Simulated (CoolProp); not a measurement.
Fluoroethane (R161) at several states: density (kg/m³) from the reference equation and from simpler models built on Tc = 375.2 K, pc = 5.010 MPa, ω = 0.216; each cubic takes its own stable root.

The numbers come from the reference Helmholtz-energy equation of state, Wu 2012 in CoolProp.

```csv
T (K),p (MPa),phase,reference,Soave-Redlich-Kwong,Peng-Robinson
148.2,1.9,liquid,934.1,802.8,900.3
348.6,5,liquid,596.1,471.1,530.6
249.5,0.856,liquid,798.3,683.0,772.3
175,2.85,liquid,900.3,778.3,874.4
```
